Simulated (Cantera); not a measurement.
Input: 1 mol SiHCl3, 33 mol NH3, held at 1577 °C and 10.0 mbar.

Cantera equilibrium calculation (NASA polynomials, part measured and part estimated; ideal gas, pure solids and liquids). Candidate condensed phases: NH4Cl, Si, Si3N4; 28 gas species. The tables' values for SiCl, SiN are old estimates; treat these amounts as uncertain. Gases not in the tables: Si2H6 and higher silanes. The numbers say what is thermodynamically allowed, not how fast it happens.

Base state: H2 0.714, N2 0.242, HCl 0.0342, SiCl2 0.00473, H 0.00455, Si 0.000645, SiCl 0.000169, Cl 0.000166 (mole fractions); condensed: Si(l).

What changes in the equilibrium state with this change: 0.057 mol O2 added?


```json
[
 {"species": "H2", "before": "0.714", "after": "0.712"},
 {"species": "N2", "before": "0.242", "after": "0.241"},
 {"species": "HCl", "before": "0.0342", "after": "0.0341"},
 {"species": "SiO", "before": "0", "after": "0.00167"},
 {"species": "SiCl2", "before": "0.00473", "after": "0.00472"},
 {"species": "SiH2", "before": "3.01e-5", "after": "3.00e-5"},
 {"species": "Cl", "before": "0.000166", "after": "0.000165"},
 {"species": "SiCl", "before": "0.000169", "after": "0.000169"},
 {"species": "SiN", "before": "1.22e-5", "after": "1.22e-5"},
 {"species": "Si(l), mol", "before": "0.612", "after": "0.498"}
]
```
Further candidate phases: H2O, SiO2, Si2N2O.
